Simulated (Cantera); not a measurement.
Iron carbonyl, mercury and lead vapours: Fe(CO)₅ + CO + N₂ + H₂

Feed: 1 mol Fe(CO)₅, 8.8 mol CO, 8.6 mol N₂, 5.4 mol H₂, at 3.10 mbar.

These are equilibrium values from Cantera (NASA tables, ideal gas, pure condensed phases), not measurements of a reactor. Candidate condensed phases: C, C₆H₆, C₇H₈, C₈H₁₈, Fe, Fe(CO)₅, FeO, Fe(OH)₂, Fe(OH)₃, Fe₂O₃, Fe₃O₄, H₂O; 140 gas species. Condensed phases not in the tables: cementite and carbon dissolved in iron. Equilibrium is a limit: real reactors are often held back by kinetics, nucleation or transport.

```
T (K)  log p CO  log p N₂  log p H₂  log p H  log p CO₂  n C(graphite)  n Fe(α)  n Fe(γ)
-----  --------  --------  --------  -------  ---------  -------------  -------  -------
1123      -2.81     -3.02     -3.22    -8.98      -6.84        0.00153     1.00        0
1173      -2.81     -3.02     -3.22    -8.54      -7.18              0     1.00        0
1223      -2.81     -3.02     -3.22    -8.13      -7.40              0        0    1.000
1273      -2.81     -3.02     -3.22    -7.76      -7.44              0        0    1.000
1323      -2.81     -3.02     -3.22    -7.41      -7.48              0        0    1.000
1373      -2.81     -3.02     -3.22    -7.09      -7.52              0        0    1.000
1423      -2.81     -3.02     -3.22    -6.79      -7.55              0        0    1.000
1473      -2.81     -3.02     -3.22    -6.51      -7.58              0        0    0.999
```
log p: log10 of the partial pressure in bar; n: condensed amount in mol.

At 1123 K the condensed part is C(graphite) + Fe(α). At 1173 K the condensed part is Fe(α). From 1223 K to 1473 K the condensed part is Fe(γ).
